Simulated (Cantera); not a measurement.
**SiH2Cl2 + H2O + N2 (silicon oxide and oxynitride deposition)**

A closed system holds: 1 mol SiH2Cl2, 2.6 mol H2O, a varied amount of N2, at 748 K and 1330 Pa.

These are equilibrium values from Cantera (NASA tables, ideal gas, pure condensed phases), not measurements of a reactor. Candidate condensed phases: H2O, NH4Cl, Si, SiO2, Si2N2O, Si3N4; 47 gas species. Kinetics and transport are ignored.

```
n(N2) (mol)   x N2   x HCl    x H2   x H2O    x NH3  n SiO2(α-quartz)
-----------  -----  ------  ------  ------  -------  ----------------
1.3          0.220   0.339   0.339   0.102  6.46e-6              1.00
1.9          0.292   0.308   0.308  0.0923  6.43e-6              1.00
2.8          0.378   0.270   0.270  0.0811  6.02e-6              1.00
4.3          0.483   0.225   0.225  0.0674  5.16e-6              1.00
6.4          0.582   0.182   0.182  0.0545  4.12e-6              1.00
9.5          0.674   0.142   0.142  0.0426  3.06e-6              1.00
14           0.753   0.108   0.108  0.0323  2.13e-6              1.00
21           0.820  0.0781  0.0781  0.0234  1.38e-6              1.00
32           0.874  0.0546  0.0546  0.0164  8.32e-7              1.00
```
x: gas mole fraction; n: condensed amount in mol.

From 1.3 mol N2 to 32 mol N2 the condensed part is SiO2(α-quartz).
